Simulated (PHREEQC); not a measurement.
Consider water at 25 °C with 0.02 mol KH2PO4 and 0.00014 mol H2SO4 per kg of water. Closed to the air; pH follows from the charge balance.

Computed with PHREEQC (ion-association model, phreeqc.dat).

No solid was allowed to form.

What pH, specific conductance does the model give?

pH 4.08; specific conductance 1960 µS/cm.

In which forms is S present?

SO4-2 92 %, KSO4- 7.4 % of the S.

Complexes and solids missing from the database can't appear.
